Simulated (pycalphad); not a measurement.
# Effect of B content in Ti-Hf-B

Source of the numbers: pycalphad with the COST 507 light-alloy database (1999); pressure 1 atm. The database dates from 1999; later assessments differ in places, in temperatures and in the compounds included. Amounts are mole fractions of atoms. Diffusion is slow at the low end, where real alloys seldom reach equilibrium.

| alloy | liquidus (K) | first solid | solidus (K) | phases at 750 K |
|---|---|---|---|---|
| Ti-2.16Hf-1.38B (at.%) | 1907 | BCC_A2 | 1814 | HCP_A3 0.97, BM 0.03 |
| Ti-2.16Hf-4.13B (at.%) | 1856 | BCC_A2 | 1814 | HCP_A3 0.92, BM 0.08 |
| Ti-2.16Hf-5.51B (at.%) | 1834 | BCC_A2 | 1814 | HCP_A3 0.89, BM 0.11 |
| Ti-2.16Hf-11.02B (at.%) | 1889 | BM | 1814 | HCP_A3 0.78, BM 0.22 |
| Ti-2.16Hf-16.53B (at.%) | 1959 | BM | 1814 | HCP_A3 0.67, BM 0.33 |
| Ti-2.16Hf-22.04B (at.%) | 2049 | BM | 1815 | HCP_A3 0.56, BM 0.44 |

Database names, with the compositions (at.%) that they take in these runs: BM: Ti 50 B 50. BCC_A2 is bcc; HCP_A3 is hcp.
